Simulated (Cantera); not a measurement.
Feed: 1 mol PbS, a varied amount of H₂, 2.1 mol N₂, at 1500 K and 0.00510 bar.

Method: chemical equilibrium by Gibbs-energy minimisation in Cantera with the NASA 1993 tables (ideal gas, pure condensed phases). Candidate condensed phases: Pb, PbS, S; 18 gas species. The numbers say what is thermodynamically allowed, not how fast it happens.

x: gas mole fraction; nothing condenses.

```json
[
 {"n(H₂) (mol)": "90", "x H₂": "0.959", "x N₂": "0.0225", "x Pb": "0.00760", "x H₂S": "0.00603", "x PbS": "0.00313"},
 {"n(H₂) (mol)": "120", "x H₂": "0.969", "x N₂": "0.0170", "x Pb": "0.00608", "x H₂S": "0.00497", "x PbS": "0.00204"},
 {"n(H₂) (mol)": "150", "x H₂": "0.975", "x N₂": "0.0137", "x Pb": "0.00508", "x H₂S": "0.00424", "x PbS": "0.00145"},
 {"n(H₂) (mol)": "200", "x H₂": "0.981", "x N₂": "0.0103", "x Pb": "0.00401", "x H₂S": "0.00342", "x PbS": "0.000916"},
 {"n(H₂) (mol)": "260", "x H₂": "0.985", "x N₂": "0.00798", "x Pb": "0.00321", "x H₂S": "0.00279", "x PbS": "0.000594"},
 {"n(H₂) (mol)": "330", "x H₂": "0.988", "x N₂": "0.00630", "x Pb": "0.00260", "x H₂S": "0.00230", "x PbS": "0.000396"},
 {"n(H₂) (mol)": "430", "x H₂": "0.991", "x N₂": "0.00485", "x Pb": "0.00206", "x H₂S": "0.00184", "x PbS": "0.000250"},
 {"n(H₂) (mol)": "560", "x H₂": "0.993", "x N₂": "___", "x Pb": "___", "x H₂S": "___", "x PbS": "___"},
 {"n(H₂) (mol)": "730", "x H₂": "0.994", "x N₂": "___", "x Pb": "___", "x H₂S": "___", "x PbS": "___"},
 {"n(H₂) (mol)": "950", "x H₂": "0.996", "x N₂": "0.00220", "x Pb": "0.000990", "x H₂S": "0.000907", "x PbS": "5.91e-5"},
 {"n(H₂) (mol)": "1200", "x H₂": "0.996", "x N₂": "0.00175", "x Pb": "0.000793", "x H₂S": "0.000730", "x PbS": "3.81e-5"},
 {"n(H₂) (mol)": "1600", "x H₂": "0.997", "x N₂": "0.00131", "x Pb": "0.000602", "x H₂S": "0.000556", "x PbS": "2.20e-5"}
]
```

Problem. Some entries are withheld; supply them.

Solution. 
- 560, x N₂: 0.00373
- 560, x Pb: 0.00162
- 560, x H₂S: 0.00146
- 560, x PbS: 0.000156
- 730, x N₂: 0.00286
- 730, x Pb: 0.00127
- 730, x H₂S: 0.00115
- 730, x PbS: 9.63e-5
